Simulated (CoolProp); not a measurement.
Vapour-liquid equilibrium of ethane (1) + n-butane (2) at 0.421 bar; x and y are mole fractions of (1).

Model: multi-fluid Helmholtz-energy mixture model, Bücker 2006 and Bücker 2006; pair parameters Kunz 2012, in CoolProp.

```
x     bubble temperature (K)  y at the bubble point  dew temperature at overall composition x (K)  liquid density (mol/L)
----  ----------------------  ---------------------  --------------------------------------------  ----------------------
0.05                   228.2                  0.708                                         250.5                   11.33
0.15                   205.1                  0.941                                         248.1                   12.19
0.25                   194.1                  0.978                                         245.6                   12.88
0.35                   187.3                  0.989                                         242.7                   13.55
0.45                   182.6                  0.994                                         239.5                   14.23
0.55                   179.1                  0.997                                         235.7                   14.94
0.65                   176.3                  0.998                                         231.3                   15.68
0.75                   174.1                  0.999                                         225.6                   16.46
0.85                   172.2                  0.999                                         217.7                   17.30
0.95                   170.5                  1.000                                         203.1                   18.21
```

No azeotrope shows between x = 0.05 and 0.95.

The pair parameters rest on a limited set of measurements; away from them the model extrapolates. The gap from Raoult's law changes sign with composition, which may be real or a fault of the pair parameters; it wasn't checked against measurements.
